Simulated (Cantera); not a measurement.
## Adiabatic ignition

An adiabatic, constant-volume homogeneous reactor starts with 5.23 % CH4, 19.7 % O2, 74.2 % N2, 0.836 % H2O, equivalence ratio 0.53, at 1525 K and 22.7 atm.

Cantera simulation using GRI-Mech 3.0 (53 species, 325 reactions); the numbers are that mechanism's predictions, not measurements. The pressure lies above the range GRI-Mech 3.0 was tuned for (to about 10 atm).

```
t (s)     T (K)  P (bar)   x CH4    x O2      x O    x CH2O      x H2     x NO2
--------  -----  -------  ------  ------  -------  --------  --------  --------
3.00e-6    1525     23.0  0.0523   0.197  2.34e-8   1.95e-6   5.78e-7    <1e-12
7.80e-6    1525     23.0  0.0522   0.197  9.39e-8   2.19e-5   4.09e-6    <1e-12
2.03e-5    1528     23.0  0.0517   0.197  3.63e-7  0.000249   5.21e-5    <1e-12
5.27e-5    1675     25.4  0.0359   0.181  1.45e-5   0.00309   0.00361  1.06e-10
0.000137   2757     41.8  <1e-12  0.0877  0.00210  5.58e-11   0.00103   1.74e-5
0.000356   2738     41.5  <1e-12  0.0835  0.00191  5.05e-11  0.000983   4.18e-5
0.000924   2728     41.4  <1e-12  0.0812  0.00181  4.77e-11  0.000959   5.53e-5
0.00240    2727     41.3  <1e-12  0.0809  0.00180  4.74e-11  0.000957   5.66e-5
0.00624    2727     41.3  <1e-12  0.0809  0.00180  4.74e-11  0.000957   5.66e-5
0.0162     2727     41.3  <1e-12  0.0809  0.00180  4.74e-11  0.000957   5.66e-5
0.0422     2727     41.3  <1e-12  0.0809  0.00180  4.74e-11  0.000957   5.66e-5
0.110      2727     41.3  <1e-12  0.0809  0.00180  4.74e-11  0.000957   5.66e-5
0.285      2727     41.3  <1e-12  0.0809  0.00180  4.74e-11  0.000957   5.66e-5
0.740      2727     41.3  <1e-12  0.0809  0.00180  4.74e-11  0.000957   5.66e-5
1.92       2727     41.3  <1e-12  0.0809  0.00180  4.74e-11  0.000957   5.66e-5
5.00       2727     41.3  <1e-12  0.0809  0.00180  4.74e-11  0.000957   5.66e-5
```
x: mole fraction; the columns are a selection and need not sum to one.

| Quantity | Value |
|---|---|
| time of steepest temperature rise | 56.1 µs |
| temperature at 5.00 s | 2727 K |
| equilibrium temperature | 2727 K |
| x(CH4) at 5.00 s | <1e-12 (gas-phase equilibrium <1e-12) |
| x(O2) at 5.00 s | 0.0809 (gas-phase equilibrium 0.0809) |
| x(O) at 5.00 s | 0.00180 (gas-phase equilibrium 0.00180) |
